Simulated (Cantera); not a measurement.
An adiabatic, constant-volume homogeneous reactor starts with H2 : O2 : N2 : H2O = 1 : 1 : 3.76 : 0.88 (molar parts), equivalence ratio 0.50, at 1650 K and 101000 Pa. Integrator tolerance rtol = 1e-08.

Model: the H2/O2 subset of GRI-Mech 3.0, which has no nitrogen chemistry, integrated in Cantera.

```csv
quantity,before,after
time of steepest temperature rise,10.8 µs,1.68 µs
temperature at 7.00 s,2608 K,2693 K
equilibrium temperature,2608 K,2693 K
x(H2) at 7.00 s,0.00817 (gas-phase equilibrium 0.00817),0.00455 (gas-phase equilibrium 0.00455)
x(O2) at 7.00 s,0.0764 (gas-phase equilibrium 0.0764),0.0771 (gas-phase equilibrium 0.0771)
x(H2O) at 7.00 s,0.280 (gas-phase equilibrium 0.280),0.289 (gas-phase equilibrium 0.289)
x(HO2) at 7.00 s,1.62e-5 (gas-phase equilibrium 1.62e-5),3.30e-5 (gas-phase equilibrium 3.30e-5)
x(OH) at 7.00 s,0.0235 (gas-phase equilibrium 0.0235),0.0186 (gas-phase equilibrium 0.0186)
x(H) at 7.00 s,0.00294 (gas-phase equilibrium 0.00294),0.00115 (gas-phase equilibrium 0.00115)
x(O) at 7.00 s,0.00547 (gas-phase equilibrium 0.00547),0.00300 (gas-phase equilibrium 0.00300)
```

### Question
What was changed between the two runs?
A) H2O 0.88 to 0.57 parts
B) H2O 0.88 to 1.5 parts
C) pressure from 101000 Pa to 500000 Pa
D) pressure from 101000 Pa to 700000 Pa

### Answer
D, pressure from 101000 Pa to 700000 Pa
